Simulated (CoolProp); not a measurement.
1-butene at several states: Z from the reference equation and from simpler models built on Tc = 419.3 K, pc = 4006 kPa, ω = 0.192; each cubic takes its own stable root.

The numbers come from the reference Helmholtz-energy equation of state, Lemmon 2005 in CoolProp. It is a short technical equation, of lower accuracy than the large ones.

```csv
T (K),p (kPa),phase,reference
93,19.3,liquid,0.001724
293.4,3850,liquid,0.1475
196,94,liquid,0.004607
```

Question: How far does each simpler model (van der Waals, Peng-Robinson) lie from the reference over these 3 states: mean and median of the absolute difference, and the worst?

Answer: 
- van der Waals: mean 63.7 %, median 63.3 %, worst +69.5 % at 93 K and 19.3 kPa
- Peng-Robinson: mean 3.5 %, median 3.3 %, worst -4.7 % at 293.4 K and 3850 kPa
